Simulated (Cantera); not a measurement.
An adiabatic, constant-volume homogeneous reactor starts with C₃H₈ : O₂ : N₂ = 1 : 3.33 : 12.5 (molar parts), equivalence ratio 1.5, at 1350 K and 6.10 bar. Integrator tolerance rtol = 1e-08.

Cantera simulation using GRI-Mech 3.0 (53 species, 325 reactions); the numbers are that mechanism's predictions, not measurements. GRI-Mech 3.0 was tuned for natural gas; its chemistry of propane as a main component is partial and can be far from experiment. Above 3000 K some thermodynamic fits are extrapolated.

Problem. What does this change do: initial temperature 1350 to 1375 K?

Solution. 
```csv
quantity,before,after
time of steepest temperature rise,0.170 ms,0.118 ms
temperature at 1.00 s,3060 K,3072 K
equilibrium temperature,3060 K,3072 K
x(C₃H₈) at 1.00 s,<1e-12 (gas-phase equilibrium <1e-12),<1e-12 (gas-phase equilibrium <1e-12)
x(O₂) at 1.00 s,0.000996 (gas-phase equilibrium 0.000996),0.00108 (gas-phase equilibrium 0.00108)
x(H₂O₂) at 1.00 s,3.23e-7 (gas-phase equilibrium 3.23e-7),3.38e-7 (gas-phase equilibrium 3.38e-7)
x(HCO) at 1.00 s,1.54e-6 (gas-phase equilibrium 1.54e-6),1.57e-6 (gas-phase equilibrium 1.57e-6)
x(CH₃) at 1.00 s,6.77e-11 (gas-phase equilibrium 7.81e-11),6.70e-11 (gas-phase equilibrium 7.74e-11)
```

Problem. What does this change do: pressure from 6.10 bar to 5.00 bar?

Solution. 
```tsv
quantity	before	after
time of steepest temperature rise	0.170 ms	0.189 ms
temperature at 1.00 s	3060 K	3047 K
equilibrium temperature	3060 K	3047 K
x(C₃H₈) at 1.00 s	<1e-12 (gas-phase equilibrium <1e-12)	<1e-12 (gas-phase equilibrium <1e-12)
x(O₂) at 1.00 s	0.000996 (gas-phase equilibrium 0.000996)	0.00110 (gas-phase equilibrium 0.00110)
x(H₂O₂) at 1.00 s	3.23e-7 (gas-phase equilibrium 3.23e-7)	2.99e-7 (gas-phase equilibrium 2.99e-7)
x(HCO) at 1.00 s	1.54e-6 (gas-phase equilibrium 1.54e-6)	1.36e-6 (gas-phase equilibrium 1.36e-6)
x(CH₃) at 1.00 s	6.77e-11 (gas-phase equilibrium 7.81e-11)	5.03e-11 (gas-phase equilibrium 5.82e-11)
```

Problem. What does this change do: initial temperature 1350 to 1650 K?

Solution. 
```json
[
 {"quantity": "time of steepest temperature rise", "before": "0.170 ms", "after": "6.90 µs"},
 {"quantity": "temperature at 1.00 s", "before": "3060 K", "after": "3193 K"},
 {"quantity": "equilibrium temperature", "before": "3060 K", "after": "3193 K"},
 {"quantity": "x(C₃H₈) at 1.00 s", "before": "<1e-12 (gas-phase equilibrium <1e-12)", "after": "<1e-12 (gas-phase equilibrium <1e-12)"},
 {"quantity": "x(O₂) at 1.00 s", "before": "0.000996 (gas-phase equilibrium 0.000996)", "after": "0.00216 (gas-phase equilibrium 0.00216)"},
 {"quantity": "x(H₂O₂) at 1.00 s", "before": "3.23e-7 (gas-phase equilibrium 3.23e-7)", "after": "4.94e-7 (gas-phase equilibrium 4.94e-7)"},
 {"quantity": "x(HCO) at 1.00 s", "before": "1.54e-6 (gas-phase equilibrium 1.54e-6)", "after": "1.90e-6 (gas-phase equilibrium 1.90e-6)"},
 {"quantity": "x(CH₃) at 1.00 s", "before": "6.77e-11 (gas-phase equilibrium 7.81e-11)", "after": "6.29e-11 (gas-phase equilibrium 7.38e-11)"}
]
```
